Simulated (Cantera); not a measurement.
What does this Cantera script print?

```python
import numpy as np
import cantera as ct

gas_names = """
    CL CL2 H HCL H2 Si SiCL SiCL2 SiCL3 SiCL4 SiH SiHCL3 SiH2 SiH2CL2 SiH3 SiH3CL SiH4 Si2 Si3
""".split()
cond_names = """
    Si(cr) Si(L)
""".split()


def load(file, names, dense=False):
    # The tables refer to 1 bar. Condensed volumes are neglected.
    table = {s.name: s for s in ct.Species.list_from_file(file)}
    out = []
    for n in names:
        d = dict(table[n].input_data)
        d["thermo"] = dict(d["thermo"], **{"reference-pressure": 1e5})
        if dense:
            d["equation-of-state"] = {"model": "constant-volume", "density": "1e6 g/cm^3"}
        out.append(ct.Species.from_dict(d))
    return out


gas = ct.Solution(thermo="ideal-gas", species=load("nasa_gas.yaml", gas_names))
cond = {s.name: ct.Solution(thermo="fixed-stoichiometry", species=[s], name=s.name)
        for s in load("nasa_condensed.yaml", cond_names, dense=True)}
atoms = {
    'Si': {'Si': 1},
    'Cl2': {'CL': 2},
    'H2': {'H': 2},
}
top_T = {}  # K; cautious upper limits of use, not melting points


def equilibrate(T, P, feed):
    n = {}
    for name, mol in feed.items():
        for a, k in atoms[name].items():
            n[a] = n.get(a, 0.0) + k * mol
    gas.TPX = T, P, n
    mass = sum(n.values()) * gas.mean_molecular_weight
    gas.equilibrate("TP")
    valid = [c for c in cond.values() if c.min_temp <= T <= top_T.get(c.name, c.max_temp)]
    mix = ct.Mixture([(gas, mass / gas.mean_molecular_weight)] + [(c, 0.0) for c in valid])
    mix.T, mix.P = T, P
    mix.equilibrate("TP", solver="vcs", rtol=1e-11, max_steps=5000)
    return mix


results = []
feed = {'Si': 1, 'Cl2': 1.5, 'H2': 1.2}  # mol
P = 10000  # Pa
for T in [650, 700, 750, 800, 850, 900, 950, 1000, 1050]:
    mix = equilibrate(T, P, feed)
    results.append((T, P, feed, dict(zip(mix.species_names, mix.species_moles))))

top = {s: max(r[3][s] / sum(r[3][g] for g in gas_names) for r in results) for s in gas_names}
cols = sorted((s for s in top if top[s] > 1e-06), key=lambda s: -top[s])[:8]
seen = [c for c in cond_names if any(r[3].get(c, 0) > 1e-12 for r in results)]
print("log10 of partial pressures in bar; condensed amounts in mol")
print(f"{'T/K':>10s}" + "".join(f"{s[:9]:>10s}" for s in cols + seen))
for T, P, feed, n in results:
    ng = sum(n[g] for g in gas_names)
    print(f"{T:10.4g}" + "".join(f"{np.log10(max(n[s] / ng * P / 1e5, 1e-99)):10.3f}" for s in cols)
          + "".join(f"{n.get(c, 0):10.4g}" for c in seen))
```

It prints:

```
log10 of partial pressures in bar; condensed amounts in mol
       T/K        H2     SiCL4    SiHCL3       HCL     SiCL3     SiCL2   SiH2CL2    SiH3CL    Si(cr)
       650    -1.230    -1.473    -2.138    -4.655    -6.302    -8.323    -4.040    -6.629    0.2144
       700    -1.229    -1.472    -2.148    -4.242    -5.695    -7.401    -4.007    -6.534    0.2153
       750    -1.229    -1.471    -2.158    -3.886    -5.171    -6.605    -3.980    -6.454    0.2163
       800    -1.230    -1.470    -2.168    -3.575    -4.713    -5.910    -3.959    -6.387    0.2176
       850    -1.230    -1.470    -2.178    -3.302    -4.310    -5.299    -3.942    -6.330    0.2192
       900    -1.232    -1.471    -2.189    -3.061    -3.954    -4.758    -3.929    -6.282    0.2212
       950    -1.234    -1.474    -2.200    -2.847    -3.636    -4.275    -3.919    -6.241    0.2237
      1000    -1.238    -1.479    -2.213    -2.656    -3.354    -3.844    -3.914    -6.208    0.2264
      1050    -1.244    -1.488    -2.229    -2.486    -3.101    -3.457    -3.914    -6.183    0.2288
```

Equilibrium computed with Cantera from the NASA thermochemical tables; the gas is ideal and each condensed phase is pure. The tables' values for SiCl3 are old estimates; treat these amounts as uncertain.
